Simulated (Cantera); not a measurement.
Feed: 1 mol H2S, 0.15 mol SO2, 11 mol H2, 0.071 mol H2O, equilibrated at 10000 Pa.

These are equilibrium values from Cantera (NASA tables, ideal gas, pure condensed phases), not measurements of a reactor. Candidate condensed phases: H2O, H2SO4, S; 34 gas species. Ions and electrons are included (thermal ionisation). Kinetics and transport are ignored.

Problem. At 3750 K, list the 7 most abundant gas species with their mole fractions, and the condensed phases.

Solution. H 0.863, H2 0.0741, S 0.0461, O 0.0128, OH 0.00192, SH 0.00149, SO 0.000542. Condensed: gas only.
